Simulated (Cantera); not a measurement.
## Equilibrium for carbon deposition, reforming and gasification: C₂H₅OH + H₂

Feed: 1 mol C₂H₅OH, 33 mol H₂, equilibrated at 100000 Pa.

Cantera equilibrium calculation (NASA polynomials, part measured and part estimated; ideal gas, pure solids and liquids). Candidate condensed phases: C, C₆H₆, C₇H₈, C₈H₁₈, H₂O; 110 gas species. Rates play no part.

```csv
T (K),log p H₂,log p H,log p CO,log p C₂H₂ (acetylene),log p CH₄,log p C₂H,log p C₄H₂,n C(graphite)
2100,-0.01,-2.51,-1.57,-2.85,-3.51,-6.94,-6.09,0.884
2200,-0.02,-2.26,-1.57,-2.61,-3.61,-6.31,-5.59,0.806
2300,-0.02,-2.02,-1.57,-2.38,-3.71,-5.73,-5.13,0.681
2400,-0.02,-1.81,-1.57,-2.18,-3.79,-5.21,-4.72,0.494
2500,-0.03,-1.61,-1.57,-1.99,-3.88,-4.72,-4.34,0.222
2600,-0.03,-1.43,-1.58,-1.89,-3.99,-4.34,-4.12,0
2700,-0.04,-1.27,-1.58,-1.89,-4.15,-4.09,-4.12,0
2800,-0.05,-1.11,-1.59,-1.90,-4.30,-3.86,-4.13,0
2900,-0.07,-0.97,-1.59,-1.91,-4.45,-3.65,-4.13,0
```
log p: log10 of the partial pressure in bar; n: condensed amount in mol.

From 2100 K to 2500 K the condensed part is C(graphite). From 2600 K to 2900 K nothing is condensed. The main C-bearing gas is CO throughout.
